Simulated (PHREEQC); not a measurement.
Model water analysis in mg/L, 58 °C, pH 5.61, pe 8.2: Na 5.63; K 0.139; Ca 3.8; Mg 0.354; Cl 2.94; S(6) as SO4 17.1; Alkalinity as HCO3 1.72; Pb 0.0781; Ba 0.0268.

Cl is adjusted to close the charge balance.
Valence states are taken as typed.

Computed with PHREEQC (ion-association model, phreeqc.dat).

No solid was allowed to form.

Question: Estimate the specific conductance.

Answer: specific conductance 109 µS/cm.

Question: In which forms is S present?

Answer: SO4-2 98 %, CaSO4 1.5 %, MgSO4 0.5 % of the S.

At this temperature some constants are extrapolated from 25 °C, and those without enthalpy data are left unchanged.
